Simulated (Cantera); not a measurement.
# Equilibrium for hydrogen reduction and annealing atmospheres: Fe2O3 + H2 + H2O

Charge: 1 mol Fe2O3, 4.4 mol H2, 1.6 mol H2O, at 1327 °C and 0.0230 bar.

Equilibrium computed with Cantera from the NASA thermochemical tables; the gas is ideal and each condensed phase is pure. Candidate condensed phases: Fe, FeO, Fe(OH)2, Fe(OH)3, Fe2O3, Fe3O4, H2O; 12 gas species. The tables' stoichiometric FeO is somewhat more stable than real wüstite, so its field is too wide. FeO: taken at fixed stoichiometry. Equilibrium is a limit: real reactors are often held back by kinetics, nucleation or transport.

```json
{
  "x(H2)": "0.566",
  "x(H2O)": "0.433",
  "x(H)": "0.000270",
  "x(Fe)": "2.85e-5",
  "x(Fe(OH)2)": "1.65e-5",
  "x(OH)": "8.08e-6",
  "n(FeO(s))": "2.00 mol",
  "gas_amount": "6.001 mol",
  "log10 activity of Fe(γ) (absent)": "-0.22"
}
```
